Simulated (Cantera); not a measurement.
Input (Python, Cantera) and output of one run.

```python
import numpy as np
import cantera as ct

gas_names = """
    CL CL2 H HCL H2 Si SiCL SiCL2 SiCL3 SiCL4 SiH SiHCL3 SiH2 SiH2CL2 SiH3 SiH3CL SiH4 Si2 Si3
""".split()
cond_names = """
    Si(cr) Si(L)
""".split()


def load(file, names, dense=False):
    # The tables refer to 1 bar. Condensed volumes are neglected.
    table = {s.name: s for s in ct.Species.list_from_file(file)}
    out = []
    for n in names:
        d = dict(table[n].input_data)
        d["thermo"] = dict(d["thermo"], **{"reference-pressure": 1e5})
        if dense:
            d["equation-of-state"] = {"model": "constant-volume", "density": "1e6 g/cm^3"}
        out.append(ct.Species.from_dict(d))
    return out


gas = ct.Solution(thermo="ideal-gas", species=load("nasa_gas.yaml", gas_names))
cond = {s.name: ct.Solution(thermo="fixed-stoichiometry", species=[s], name=s.name)
        for s in load("nasa_condensed.yaml", cond_names, dense=True)}
atoms = {
    'Si2H6': {'Si': 2, 'H': 6},
    'Cl2': {'CL': 2},
    'H2': {'H': 2},
}
top_T = {}  # K; cautious upper limits of use, not melting points


def equilibrate(T, P, feed):
    n = {}
    for name, mol in feed.items():
        for a, k in atoms[name].items():
            n[a] = n.get(a, 0.0) + k * mol
    gas.TPX = T, P, n
    mass = sum(n.values()) * gas.mean_molecular_weight
    gas.equilibrate("TP")
    valid = [c for c in cond.values() if c.min_temp <= T <= top_T.get(c.name, c.max_temp)]
    mix = ct.Mixture([(gas, mass / gas.mean_molecular_weight)] + [(c, 0.0) for c in valid])
    mix.T, mix.P = T, P
    mix.equilibrate("TP", solver="vcs", rtol=1e-11, max_steps=5000)
    return mix


results = []
feed = {'Si2H6': 1, 'Cl2': 0.38, 'H2': 9.9}  # mol
P = 2400  # Pa
for T in [900, 975, 1050, 1125, 1200, 1275, 1350, 1425, 1500, 1575, 1650]:
    mix = equilibrate(T, P, feed)
    results.append((T, P, feed, dict(zip(mix.species_names, mix.species_moles))))

top = {s: max(r[3][s] / sum(r[3][g] for g in gas_names) for r in results) for s in gas_names}
cols = sorted((s for s in top if top[s] > 0.001), key=lambda s: -top[s])[:5]
seen = [c for c in cond_names if any(r[3].get(c, 0) > 1e-12 for r in results)]
print("log10 of partial pressures in bar; condensed amounts in mol")
print(f"{'T/K':>10s}" + "".join(f"{s[:9]:>10s}" for s in cols + seen))
for T, P, feed, n in results:
    ng = sum(n[g] for g in gas_names)
    print(f"{T:10.4g}" + "".join(f"{np.log10(max(n[s] / ng * P / 1e5, 1e-99)):10.3f}" for s in cols)
          + "".join(f"{n.get(c, 0):10.4g}" for c in seen))
```

It prints:

```
log10 of partial pressures in bar; condensed amounts in mol
       T/K        H2       HCL     SiCL4     SiCL2    SiHCL3    Si(cr)
       900    -1.629    -3.801    -3.637    -5.840    -4.011     1.816
       975    -1.631    -3.504    -3.708    -5.169    -4.077     1.838
      1050    -1.634    -3.271    -3.849    -4.637    -4.195     1.866
      1125    -1.638    -3.107    -4.115    -4.250    -4.406     1.893
      1200    -1.641    -3.016    -4.557    -4.018    -4.747     1.911
      1275    -1.642    -2.982    -5.135    -3.909    -5.189     1.917
      1350    -1.642    -2.975    -5.738    -3.858    -5.648     1.917
      1425    -1.642    -2.975    -6.307    -3.828    -6.080     1.915
      1500    -1.642    -2.978    -6.827    -3.807    -6.476     1.912
      1575    -1.642    -2.982    -7.300    -3.791    -6.835     1.909
      1650    -1.642    -2.985    -7.731    -3.777    -7.163     1.906
```

Equilibrium computed with Cantera from the NASA thermochemical tables; the gas is ideal and each condensed phase is pure. The feed counts by its element totals alone. The tables' values for SiCl3, SiCl are old estimates; treat these amounts as uncertain.
